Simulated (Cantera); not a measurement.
A jet of H₂ : O₂ : N₂ = 0.018 : 0.059 : 0.79 (molar parts) at 300 K and 0.168 atm hits a platinum plate 6 cm away at a mass flux of 0.18 kg/m²/s; the plate temperature is set and raised in steps from an oxygen-covered start.

Cantera simulation using Deutschmann's 1995 Pt surface mechanism with GRI-Mech 3.0 gas chemistry; the numbers are that mechanism's predictions, not measurements. Catalytic surfaces can have several steady states; this one follows from the mechanism file's or the stated starting coverage.

x: mole fraction at the wall; θ: surface coverage.

```
plate T (K)  wall x H₂  wall x O₂  wall x H₂O  wall x OH  θ free Pt   θ O*    θ OH*
-----------  ---------  ---------  ----------  ---------  ---------  -----  -------
600            0.00166     0.0474      0.0373      <1e-8     0.0574  0.935  0.00801
650            0.00164     0.0475      0.0370      <1e-8     0.0603  0.934      ___
700            0.00159     0.0475      0.0369      <1e-8     0.0652  0.931  0.00385
750                ___     0.0473      0.0371      <1e-8        ___  0.918      ___
800            0.00105     0.0470      0.0375      <1e-8      0.109  0.888  0.00267
850           0.000757     0.0468      0.0379      <1e-8      0.156  0.841  0.00243
```

Question: Fill in the missing entries.

Answer: 
- 650, θ OH*: 0.00537
- 750, wall x H₂: 0.00137
- 750, θ free Pt: 0.0788
- 750, θ OH*: 0.00305
